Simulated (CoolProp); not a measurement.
Vapour-liquid equilibrium of CHF3 (R23) (1) + R134a (2) at 0.196 MPa; x and y are mole fractions of (1).

Model: multi-fluid Helmholtz-energy mixture model, Penoncello 2003 and Tillner-Roth 1994; pair parameters Bell 2016, in CoolProp.

Problem. Give the bubble temperature and the first vapour's composition at x = 0.05, 0.25, 0.85. Is there an azeotrope?

Solution. x = 0.05: 254.6 K, y = 0.302; x = 0.25: 232.9 K, y = 0.792; x = 0.85: 206.8 K, y = 0.991. No azeotrope shows between x = 0.05 and 0.95.

Pair parameters are fitted to limited data, so mixtures are less certain than the pure fluids.
